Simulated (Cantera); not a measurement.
A perfectly stirred reactor is fed with CH3OH : O2 : N2 : H2O = 1 : 1.52 : 5.7 : 0.25 (molar parts), equivalence ratio 0.99, at 1.01 bar; it is adiabatic with a 775 K inlet, and is followed from long to short residence time, starting on the burning branch (τ in s: 0.41, 0.14, 0.045, 0.015, 0.0048, 0.0016, 0.00052, 0.00017, 5.6e-05, 1.9e-05).

Cantera simulation using GRI-Mech 3.0 (53 species, 325 reactions); the numbers are that mechanism's predictions, not measurements. GRI-Mech 3.0 was tuned for natural gas; its chemistry of methanol as a main component is partial and can be far from experiment.

Task: What does this change do: O2 1.52 to 1 parts?

Result: 
```csv
quantity,before,after
"blow-out, bracketed by the residence times tried","burning at 56.0 µs, out at 19.0 µs","burning at 0.170 ms, out at 56.0 µs"
x(CH3OH) at τ = 0.410 s,1.05e-7,6.47e-7
x(O2) at τ = 0.410 s,0.0113,2.95e-5
x(H2O) at τ = 0.410 s,0.234,0.199
x(HCO) at τ = 0.410 s,1.17e-8,3.89e-8
x(C2H2) at τ = 0.410 s,<1e-12,1.91e-9
x(CH3OH) at τ = 1.60 ms,1.37e-5,2.42e-5
x(O2) at τ = 1.60 ms,0.0204,0.00127
x(H2O) at τ = 1.60 ms,0.221,0.193
x(HCO) at τ = 1.60 ms,1.95e-6,3.04e-6
x(C2H2) at τ = 1.60 ms,2.89e-10,2.75e-7
```
